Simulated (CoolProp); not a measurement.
Vapour-liquid equilibrium of n-octane (1) + o-xylene (2) at 0.042 bar; x and y are mole fractions of (1).

Values from CoolProp's multi-fluid Helmholtz-energy mixture model, Beckmüller 2019 and Zhou 2012; pair parameters Bell 2016.

### Question
Give the bubble temperature and the first vapour's composition at x = 0.35, 0.65, 0.8. Is there an azeotrope?

### Answer
x = 0.35: 47.6 °C, y = 0.523; x = 0.65: 43.7 °C, y = 0.780; x = 0.8: 42.1 °C, y = 0.881. No azeotrope shows between x = 0.05 and 0.95.

The pair parameters rest on a limited set of measurements; away from them the model extrapolates.
